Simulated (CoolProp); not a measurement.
Vapour-liquid equilibrium of isohexane (1) + n-heptane (2) at 0.00109 MPa; x and y are mole fractions of (1).

The numbers come from the multi-fluid Helmholtz-energy mixture model, Lemmon 2006 and Span 2003; pair parameters Bell 2016 in CoolProp.

Give the bubble temperature and the first vapour's composition at x = 0.45, 0.75, 0.95. Is there an azeotrope?

x = 0.45: -25.4 °C, y = 0.866; x = 0.75: -31.5 °C, y = 0.963; x = 0.95: -34.5 °C, y = 0.994. No azeotrope shows between x = 0.05 and 0.95.

Pair parameters are fitted to limited data, so mixtures are less certain than the pure fluids.
